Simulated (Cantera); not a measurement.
A Cantera script and what it prints.

```python
import numpy as np
import cantera as ct

gas_names = [...]  # 95 gases of nasa_gas.yaml made of C, F, H
cond_names = """
    C(gr) C6H6(L) C7H8(L) C8H18(L),n-octa
""".split()


# ... load() reads the species with a 1 bar reference pressure and builds the phases ...
atoms = {
    'c-C4F8': {'C': 4, 'F': 8},
    'F2': {'F': 2},
    'H2': {'H': 2},
}
top_T = {'C(gr)': 4500}  # K; cautious upper limits of use, not melting points


# ... equilibrate(T, P, feed) seeds the gas with the atoms and calls Mixture.equilibrate('TP', solver="vcs", rtol=1e-11, max_steps=5000) ...
results = []
feed = {'c-C4F8': 1, 'F2': 0.035, 'H2': 12}  # mol
P = 2800  # Pa
for T in [2398, 2548, 2698, 2848, 2998, 3148, 3298]:
    mix = equilibrate(T, P, feed)
    results.append((T, P, feed, dict(zip(mix.species_names, mix.species_moles))))

top = {s: max(r[3][s] / sum(r[3][g] for g in gas_names) for r in results) for s in gas_names}
cols = sorted((s for s in top if top[s] > 0.001), key=lambda s: -top[s])[:5]
seen = [c for c in cond_names if any(r[3].get(c, 0) > 1e-12 for r in results)]
print("log10 of partial pressures in bar; condensed amounts in mol")
print(f"{'T/K':>10s}" + "".join(f"{s[:9]:>10s}" for s in cols + seen))
for T, P, feed, n in results:
    ng = sum(n[g] for g in gas_names)
    print(f"{T:10.4g}" + "".join(f"{np.log10(max(n[s] / ng * P / 1e5, 1e-99)):10.3f}" for s in cols)
          + "".join(f"{n.get(c, 0):10.4g}" for c in seen))
```

Output:

```
log10 of partial pressures in bar; condensed amounts in mol
       T/K         H        HF        H2        C3         F     C(gr)
      2398    -2.754    -1.865    -1.903    -7.023    -5.516     3.896
      2548    -2.483    -1.878    -1.947    -5.986    -5.041      3.81
      2698    -2.259    -1.897    -2.020    -5.067    -4.609     3.672
      2848    -2.082    -1.925    -2.133    -4.249    -4.208     3.402
      2998    -1.954    -1.964    -2.299    -3.515    -3.829     2.556
      3148    -1.878    -2.023    -2.529    -2.958    -3.469         0
      3298    -1.819    -2.077    -2.759    -2.985    -3.132         0
```

Equilibrium computed with Cantera from the NASA thermochemical tables; the gas is ideal and each condensed phase is pure. The feed counts by its element totals alone.
